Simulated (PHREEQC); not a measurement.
1 kg of water holding 0.0055 mol/kgw NaCl, 0.0052 mol/kgw Na2SO4 and 0.23 mol/kgw MgSO4 is evaporated at 90 °C; the solids stay in contact with the brine. CO2 from the air is kept out. Only these solids could form: Bischofite, Bloedite, Brucite, Epsomite, Halite, Hexahydrite, Kieserite, Mirabilite, Thenardite, MgCl2_4H2O.

All values are PHREEQC results (Pitzer model, pitzer.dat), not measurements.

### Question
Predict ionic strength, water activity at water left (kg) = 0.6755, 0.1711, 0.1407, 0.04254, 0.02727.

### Answer
```
water left (kg)  ionic strength  water activity
---------------  --------------  --------------
0.6755                     1.39           0.994
0.1711                     5.50           0.976
0.1407                     6.69           0.969
0.04254                    17.9           0.842
0.02727                    18.0           0.838
```

Away from 25 °C the constants follow the database's enthalpies or fits; those with neither stay at their 25 °C values.
